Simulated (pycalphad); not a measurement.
Phase fractions of Si-4.787C (wt.%)

All values are pycalphad results on the COST 507 light-alloy database (1999) (1 atm), not direct measurements. The database dates from 1999; later assessments differ in places, in temperatures and in the compounds included. Phase fractions are per mole of atoms. Diffusion is slow at the low end, where real alloys seldom reach equilibrium.

| T (°C) | liquid | CSI | diamond (Si) |
|---|---|---|---|
| 2327 | 0.822 | 0.178 | - |
| 2252 | 0.812 | 0.188 | - |
| 2177 | 0.804 | 0.196 | - |
| 2102 | 0.799 | 0.201 | - |
| 2027 | 0.796 | 0.204 | - |
| 1952 | 0.794 | 0.206 | - |
| 1877 | 0.792 | 0.208 | - |
| 1802 | 0.791 | 0.209 | - |
| 1727 | 0.790 | 0.210 | - |
| 1652 | 0.790 | 0.210 | - |
| 1577 | 0.790 | 0.210 | - |
| 1502 | 0.790 | 0.210 | - |
| 1427 | 0.790 | 0.210 | - |
| 1352 | - | 0.210 | 0.790 |
| 1277 | - | 0.210 | 0.790 |
| 1202 | - | 0.210 | 0.790 |
| 1127 | - | 0.210 | 0.790 |
| 1052 | - | 0.210 | 0.790 |
| 977 | - | 0.210 | 0.790 |
| 902 | - | 0.210 | 0.790 |
| 827 | - | 0.210 | 0.790 |
| 752 | - | 0.210 | 0.790 |
| 677 | - | 0.210 | 0.790 |
| 602 | - | 0.210 | 0.790 |
| 527 | - | 0.210 | 0.790 |
| 452 | - | 0.210 | 0.790 |
| 377 | - | 0.210 | 0.790 |
| 302 | - | 0.210 | 0.790 |
| 227 | - | 0.210 | 0.790 |

Database names, with the compositions (at.%) that they take in these runs: CSI: Si 50 C 50.
